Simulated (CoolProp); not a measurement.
Properties of octamethyltrisiloxane (MDM) along the isobar 101 kPa (Tc = 565.4 K, pc = 1438 kPa, ω = 0.528).

Model: reference Helmholtz-energy equation of state, Thol 2017, in CoolProp.

| T (K) | phase | cp (kJ/(kg K)) | isothermal compressibility (1/MPa) | expansivity (1/kK) |
|---|---|---|---|---|
| 336.2 | liquid | 1.875 | 0.002485 | 1.342 |
| 356 | liquid | 1.925 | 0.003017 | 1.420 |
| 375.8 | liquid | 1.977 | 0.003717 | 1.514 |
| 395.6 | liquid | 2.029 | 0.004662 | 1.632 |
| 415.3 | liquid | 2.083 | 0.005978 | 1.783 |
| 435.1 | gas | 1.799 | 10.68 | 2.981 |
| 454.9 | gas | 1.845 | 10.53 | 2.729 |
| 474.7 | gas | 1.890 | 10.42 | 2.527 |
| 494.4 | gas | 1.933 | 10.34 | 2.361 |
